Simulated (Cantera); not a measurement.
An isothermal, constant-pressure homogeneous reactor starts with C3H8 : H2 = 1 : 18 (molar parts), at 1598 K and 45.0 Pa. Integrator tolerance rtol = 1e-08.

Detailed kinetics in Cantera: GRI-Mech 3.0 (53 species, 325 reactions). GRI-Mech 3.0 was tuned for natural gas; its chemistry of propane as a main component is partial and can be far from experiment. GRI-Mech 3.0 stops at C3 and has no aromatics, soot or wall deposition, so with more carbon than oxygen in the feed, carbon stays in small species such as C2H2 where larger ones or solid carbon would form. Radical loss at walls, strong at low pressure, is not modelled.

**Question.** What does this change do: C3H8 1 to 1.5 parts?

**Answer.** 
```json
[
 {"quantity": "x(C3H8) at 1.00 s", "before": "5.32e-10 (gas-phase equilibrium <1e-12)", "after": "9.43e-10 (gas-phase equilibrium <1e-12)"},
 {"quantity": "x(H2) at 1.00 s", "before": "0.900 (gas-phase equilibrium 0.929)", "after": "0.862 (gas-phase equilibrium 0.904)"},
 {"quantity": "x(C2H) at 1.00 s", "before": "1.90e-7 (gas-phase equilibrium 5.93e-7)", "after": "2.27e-7 (gas-phase equilibrium 8.26e-7)"},
 {"quantity": "x(C2H2) at 1.00 s", "before": "0.0443 (gas-phase equilibrium 0.0681)", "after": "0.0632 (gas-phase equilibrium 0.0936)"},
 {"quantity": "x(C2H4) at 1.00 s", "before": "0.000376 (gas-phase equilibrium 3.20e-6)", "after": "0.000647 (gas-phase equilibrium 4.28e-6)"}
]
```

**Question.** What does this change do: pressure from 45.0 Pa to 100000 Pa?

**Answer.** 
```json
[
 {"quantity": "x(C3H8) at 1.00 s", "before": "5.32e-10 (gas-phase equilibrium <1e-12)", "after": "1.20e-8 (gas-phase equilibrium 1.20e-8)"},
 {"quantity": "x(H2) at 1.00 s", "before": "0.900 (gas-phase equilibrium 0.929)", "after": "0.901 (gas-phase equilibrium 0.901)"},
 {"quantity": "x(C2H) at 1.00 s", "before": "1.90e-7 (gas-phase equilibrium 5.93e-7)", "after": "7.66e-9 (gas-phase equilibrium 7.66e-9)"},
 {"quantity": "x(C2H2) at 1.00 s", "before": "0.0443 (gas-phase equilibrium 0.0681)", "after": "0.0409 (gas-phase equilibrium 0.0408)"},
 {"quantity": "x(C2H4) at 1.00 s", "before": "0.000376 (gas-phase equilibrium 3.20e-6)", "after": "0.00413 (gas-phase equilibrium 0.00413)"}
]
```

**Question.** What does this change do: temperature 1598 to 1050 K?

**Answer.** 
```
quantity                                             before                                    after
-----------------  ----------------------------------------  ---------------------------------------
x(C3H8) at 1.00 s   5.32e-10 (gas-phase equilibrium <1e-12)  0.0418 (gas-phase equilibrium 8.55e-11)
x(H2) at 1.00 s         0.900 (gas-phase equilibrium 0.929)      0.938 (gas-phase equilibrium 0.895)
x(C2H) at 1.00 s    1.90e-7 (gas-phase equilibrium 5.93e-7)    <1e-12 (gas-phase equilibrium <1e-12)
x(C2H2) at 1.00 s     0.0443 (gas-phase equilibrium 0.0681)   7.37e-6 (gas-phase equilibrium 0.0377)
x(C2H4) at 1.00 s  0.000376 (gas-phase equilibrium 3.20e-6)   0.0102 (gas-phase equilibrium 0.00266)
```
